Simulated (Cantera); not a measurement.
NO annealing gas

A perfectly stirred reactor is fed with NO : N₂ = 1 : 2.8 (molar parts), at 1600 Pa; it is held at 2175 K, and followed from long to short residence time.

Cantera simulation using GRI-Mech 3.0 (53 species, 325 reactions); the numbers are that mechanism's predictions, not measurements. Radical loss at walls, strong at low pressure, is not modelled.

```json
[
 {"τ (s)": "22", "x NO": "0.0302", "x NO₂": "3.73e-6", "x O₂": "0.113", "x N₂O": "2.66e-7", "x O": "0.00600", "x N₂": "0.851"},
 {"τ (s)": "6.7", "x NO": "0.0647", "x NO₂": "7.39e-6", "x O₂": "0.0961", "x N₂O": "1.10e-6", "x O": "0.00549", "x N₂": "0.834"},
 {"τ (s)": "2.0", "x NO": "0.141", "x NO₂": "1.25e-5", "x O₂": "0.0588", "x N₂O": "5.64e-6", "x O": "0.00430", "x N₂": "0.796"},
 {"τ (s)": "0.61", "x NO": "0.225", "x NO₂": "1.09e-5", "x O₂": "0.0177", "x N₂O": "1.77e-5", "x O": "0.00245", "x N₂": "0.755"},
 {"τ (s)": "0.18", "x NO": "0.257", "x NO₂": "5.01e-6", "x O₂": "0.00266", "x N₂O": "2.74e-5", "x O": "0.00106", "x N₂": "0.740"},
 {"τ (s)": "0.056", "x NO": "0.262", "x NO₂": "1.91e-6", "x O₂": "0.000314", "x N₂O": "2.91e-5", "x O": "0.000392", "x N₂": "0.737"},
 {"τ (s)": "0.017", "x NO": "0.263", "x NO₂": "5.50e-7", "x O₂": "2.75e-5", "x N₂O": "2.35e-5", "x O": "0.000114", "x N₂": "0.737"},
 {"τ (s)": "0.0050", "x NO": "0.263", "x NO₂": "1.18e-7", "x O₂": "1.96e-6", "x N₂O": "1.31e-5", "x O": "2.81e-5", "x N₂": "0.737"}
]
```
x: mole fraction; the columns are a selection and need not sum to one.
